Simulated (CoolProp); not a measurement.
c-C4F8 (RC318) at several states: fugacity coefficient from the reference equation and from simpler models built on Tc = 388.4 K, pc = 2.778 MPa, ω = 0.355; each cubic takes its own stable root.

Model: reference Helmholtz-energy equation of state, Platzer 1990, in CoolProp. This equation is an older, rougher fit; its heat capacities, sound speeds and derivatives of the liquid may be far off and weren't checked against measurements.

```
T (K)  p (MPa)          phase  reference  van der Waals  Soave-Redlich-Kwong
-----  -------  -------------  ---------  -------------  -------------------
461.6     8.81  supercritical        ___         0.5181               0.5935
326.3     1.11         liquid     0.5503            ___               0.5543
378.4     9.59         liquid     0.2487         0.3206                  ___
```

Problem. Complete the blanks.

Solution. 
- 461.6, reference: 0.5685
- 326.3, van der Waals: 0.8200
- 378.4, Soave-Redlich-Kwong: 0.2605

At some of these states van der Waals gives the other phase, because its saturation line lies elsewhere.
